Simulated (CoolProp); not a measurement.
Computed with CoolProp (reference Helmholtz-energy equation of state, Lemmon 2006). It is a short technical equation, of lower accuracy than the large ones.

Task: For toluene, give the phase and the Z, speed of sound (m/s), conductivity (mW/(m K)), Prandtl number at 262.2 K and 8.71 MPa; 450.4 K and 0.983 MPa; 506.7 K and 3.55 MPa.

Result: 
- 262.2 K and 8.71 MPa: liquid; Z 0.409, speed of sound 1500, conductivity 142, Prandtl number 11.0
- 450.4 K and 0.983 MPa: liquid; Z 0.0342, speed of sound 714, conductivity 92.4, Prandtl number 3.94
- 506.7 K and 3.55 MPa: liquid; Z 0.121, speed of sound 534, conductivity 84.3, Prandtl number 3.47

Viscosity comes from a separate model (Avgeri 2015). Thermal conductivity comes from a separate model (Assael 2012).
